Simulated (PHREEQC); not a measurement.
Make-up at 25 °C: 0.24 mol/kgw BaCl2. Closed to the air; pH follows from the charge balance.

Equilibrium calculation in PHREEQC: Pitzer model, pitzer.dat.

Precipitation was switched off in this run.

Predict the activity of water.

activity of water 0.989.
